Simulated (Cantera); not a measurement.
Gas mixture: 55.2 % N₂O, 44.8 % O₂, at 0.000138 atm, frozen composition.

Cantera's kinetic-theory transport with the Lennard-Jones parameters of GRI-Mech 3.0, ideal gas; thermal conductivity in the mixture-averaged form. The composition is frozen, though it would react at the higher temperatures.

D: mixture-averaged diffusion coefficient of that species in the mixture.

| T (K) | ρ (kg/m³) | cp (J/kg/K) | μ (µPa s) | λ (mW/m/K) | Pr | D (cm²/s) OH | D (cm²/s) NH₃ | D (cm²/s) H₂O |
|---|---|---|---|---|---|---|---|---|
| 400 | 0.000163 | 959.5 | 21.7 | 28.9 | 0.720 | 3310 | 2320 | 2400 |
| 650 | 0.000100 | 1086 | ? | ? | 0.725 | ? | ? | ? |
| 900 | 7.23e-5 | 1170 | 40.0 | 64.2 | 0.729 | 13200 | 10400 | 10900 |
| 1150 | 5.66e-5 | 1220 | 47.4 | 79.3 | 0.728 | 20000 | 15900 | 16800 |
| 1400 | 4.65e-5 | 1255 | ? | ? | 0.727 | ? | ? | ? |
| 1650 | 3.94e-5 | 1283 | 60.3 | 106 | 0.728 | 36400 | 29500 | 31400 |
| 1900 | 3.42e-5 | 1306 | 66.1 | 119 | 0.727 | 46000 | 37500 | 39900 |
| 2150 | 3.03e-5 | 1324 | 71.7 | 131 | 0.727 | 56500 | 46200 | 49100 |
| 2400 | 2.71e-5 | 1339 | 77.0 | 142 | 0.726 | 67800 | 55500 | 59100 |

### Question
Complete the blanks.

### Answer

- 650, μ (µPa s): 31.7
- 650, λ (mW/m/K): 47.5
- 650, D (cm²/s) OH: 7650
- 650, D (cm²/s) NH₃: 5770
- 650, D (cm²/s) H₂O: 6040
- 1400, μ (µPa s): 54.1
- 1400, λ (mW/m/K): 93.3
- 1400, D (cm²/s) OH: 27700
- 1400, D (cm²/s) NH₃: 22300
- 1400, D (cm²/s) H₂O: 23700
